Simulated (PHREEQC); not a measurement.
## Metal-bearing waste water: an equilibrium model

Solution (25 °C): 49 mmol/kgw Pb(NO3)2, 1.6 mmol/kgw MgSO4, 2.1 mmol/kgw HCl and 3.6 mmol/kgw Na2SO4. Closed to the air; pH follows from the charge balance.

The numbers come from PHREEQC with the ion-association model, wateq4f.dat.

* **pH**: 2.79
* **ionic strength**: 0.124 mol/kgw
* **total alkalinity**: -2.10 meq/kg

| species | molality | activity | log γ |
|---|---|---|---|
| NO3- | 0.0847 | 0.0623 | -0.133 |
| Pb+2 | 0.0317 | 0.0111 | -0.456 |
| PbNO3+ | 0.0133 | 0.0102 | -0.114 |
| Na+ | 0.00718 | 0.00553 | -0.114 |
| PbSO4 | 0.00334 | 0.00344 | 0.012 |
| H+ | 0.00199 | 0.00162 | -0.088 |
| SO4-2 | 0.00159 | 0.000551 | -0.461 |
| Mg+2 | 0.00153 | 0.000588 | -0.415 |
| Cl- | 0.00147 | 0.00110 | -0.126 |
| PbCl+ | 0.000631 | 0.000485 | -0.114 |
| HSO4- | 0.000114 | 8.69e-5 | -0.118 |
| MgSO4 | 7.38e-5 | 7.59e-5 | 0.012 |
| Pb(SO4)2-2 | 2.84e-5 | 9.95e-6 | -0.456 |

Precipitation was switched off in this run. Saturation is exceeded, for instance for Anglesite; the values hold only as long as no solid forms.
